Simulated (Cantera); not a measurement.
A closed system holds: 1 mol C3H8, 10 mol H2, at 2675 K and 2.93 Torr.

These are equilibrium values from Cantera (NASA tables, ideal gas, pure condensed phases), not measurements of a reactor. Candidate condensed phases: C, C6H6, C7H8, C8H18; 76 gas species. Equilibrium is a limit: real reactors are often held back by kinetics, nucleation or transport.

Base state: H 0.548, H2 0.439, C2H2 (acetylene) 0.00945, C3 0.00161, C2H 0.00120, C 0.000404, C2 0.000154, C4H2 8.45e-5 (mole fractions); condensed: C(graphite).

Task: What changes in the equilibrium state with this change: pressure from 2.93 Torr to 10500 Torr?

Result: 
```tsv
species	before	after
H2	0.439	0.963
C2H2 (acetylene)	0.00945	0.0207
H	0.548	0.0135
C2H4	6.59e-9	0.000114
CH4	8.68e-8	0.00150
C(graphite), mol	2.47	2.37
```

Task: What changes in the equilibrium state with this change: pressure from 2.93 Torr to 1050 Torr?

Result: 
| species | before | after |
|---|---|---|
| H2 | 0.439 | 0.937 |
| H | 0.548 | 0.0423 |
| C2H2 (acetylene) | 0.00945 | 0.0202 |
| C2H4 | 6.59e-9 | 1.08e-5 |
| CH4 | 8.68e-8 | 0.000142 |
| C | 0.000404 | 1.12e-6 |
| C(graphite), mol | 2.47 | 2.40 |
